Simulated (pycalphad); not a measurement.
All values are pycalphad results on the COST 507 light-alloy database (1999) (1 atm), not direct measurements. The database dates from 1999; later assessments differ in places, in temperatures and in the compounds included. Amounts are mole fractions of atoms. Diffusion is slow at the low end, where real alloys seldom reach equilibrium.

Problem. Give the equilibrium state of Ti-0.5992B (wt.%) at 1077 °C.

Solution. 
```
T = 1350.00 K, P = 101325 Pa, N = 1 mol of atoms
G = -73241 J/mol, H = 31149 J/mol, S = 77.33 J/(mol K)  (SER reference)
chemical potentials (J/mol): Ti -70194, B -187377
phase             fraction      x(Ti)       x(B)
BCC_A2              0.9510     0.9984     0.0016
BM                  0.0490     0.5000     0.5000
```

Problem. Give the equilibrium state of Ti-0.5992B (wt.%) at 477 °C.

Solution. hcp, fraction 0.949, with 0.01 B wt.%; BM, fraction 0.051, with 18.4 B wt.%.

Database names, with the compositions (at.%) that they take in these runs: BM: Ti 50 B 50. BCC_A2 is bcc.
